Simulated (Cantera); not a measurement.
Input: 1 mol C3H6, 0.99 mol NH3.

Points: T (K) = 1200, 1350, 1500, 1650, 1800, 1950, 2100, 2250, 2400, 2550; P (Pa) = 10, 40, 160, 630, 2500, 10000, 40000, 160000, 630000, 2.5e+06, 1e+07.

Cantera's Mixture.equilibrate('TP', solver="vcs", rtol=1e-11, max_steps=5000) on the NASA tables stopped like this:

```
ERROR: FAILURE its = 5001!

*******************************************************************************
CanteraError thrown by MultiPhase::equilibrate:
VCS solver failed. Return code: -1
*******************************************************************************
```

What got this run through?

This is not unique; one that fits is The failure is numerical, not chemical. The same input converged with solver="gibbs", rtol=1e-10, max_steps=50000, and the result passed a check of the equilibrium conditions:
```
   1200         10  C(gr)
   1350         10  C(gr)
   1500         10  C(gr)
   1650         10  C(gr)
   1800         10  C(gr)
   1950         10  C(gr)
   2100         10  C(gr)
   2250         10  C(gr)
   2400         10  C(gr)
   2550         10  C(gr)
   1200         40  C(gr)
   1350         40  C(gr)
   1500         40  C(gr)
   1650         40  C(gr)
   1800         40  C(gr)
   1950         40  C(gr)
   2100         40  C(gr)
   2250         40  C(gr)
   2400         40  C(gr)
   2550         40  C(gr)
   1200        160  C(gr)
   1350        160  C(gr)
   1500        160  C(gr)
   1650        160  C(gr)
   1800        160  C(gr)
   1950        160  C(gr)
   2100        160  C(gr)
   2250        160  C(gr)
   2400        160  C(gr)
   2550        160  C(gr)
   1200        630  C(gr)
   1350        630  C(gr)
   1500        630  C(gr)
   1650        630  C(gr)
   1800        630  C(gr)
   1950        630  C(gr)
   2100        630  C(gr)
   2250        630  C(gr)
   2400        630  C(gr)
   2550        630  C(gr)
   1200       2500  C(gr)
   1350       2500  C(gr)
   1500       2500  C(gr)
   1650       2500  C(gr)
   1800       2500  C(gr)
   1950       2500  C(gr)
   2100       2500  C(gr)
   2250       2500  C(gr)
   2400       2500  C(gr)
   2550       2500  C(gr)
   1200      1e+04  C(gr)
   1350      1e+04  C(gr)
   1500      1e+04  C(gr)
   1650      1e+04  C(gr)
   1800      1e+04  C(gr)
   1950      1e+04  C(gr)
   2100      1e+04  C(gr)
   2250      1e+04  C(gr)
   2400      1e+04  C(gr)
   2550      1e+04  C(gr)
   1200      4e+04  C(gr)
   1350      4e+04  C(gr)
   1500      4e+04  C(gr)
   1650      4e+04  C(gr)
   1800      4e+04  C(gr)
   1950      4e+04  C(gr)
   2100      4e+04  C(gr)
   2250      4e+04  C(gr)
   2400      4e+04  C(gr)
   2550      4e+04  C(gr)
   1200    1.6e+05  C(gr)
   1350    1.6e+05  C(gr)
   1500    1.6e+05  C(gr)
   1650    1.6e+05  C(gr)
   1800    1.6e+05  C(gr)
   1950    1.6e+05  C(gr)
   2100    1.6e+05  C(gr)
   2250    1.6e+05  C(gr)
   2400    1.6e+05  C(gr)
   2550    1.6e+05  C(gr)
   1200    6.3e+05  C(gr)
   1350    6.3e+05  C(gr)
   1500    6.3e+05  C(gr)
   1650    6.3e+05  C(gr)
   1800    6.3e+05  C(gr)
   1950    6.3e+05  C(gr)
   2100    6.3e+05  C(gr)
   2250    6.3e+05  C(gr)
   2400    6.3e+05  C(gr)
   2550    6.3e+05  C(gr)
   1200    2.5e+06  C(gr)
   1350    2.5e+06  C(gr)
   1500    2.5e+06  C(gr)
   1650    2.5e+06  C(gr)
   1800    2.5e+06  C(gr)
   1950    2.5e+06  C(gr)
   2100    2.5e+06  C(gr)
   2250    2.5e+06  C(gr)
   2400    2.5e+06  C(gr)
   2550    2.5e+06  C(gr)
   1200      1e+07  C(gr)
   1350      1e+07  C(gr)
   1500      1e+07  C(gr)
   1650      1e+07  C(gr)
   1800      1e+07  C(gr)
   1950      1e+07  C(gr)
   2100      1e+07  C(gr)
   2250      1e+07  C(gr)
   2400      1e+07  C(gr)
   2550      1e+07  C(gr)
```

The gas is ideal and each condensed phase is pure. The ideal-gas law is rough above about 30 bar.
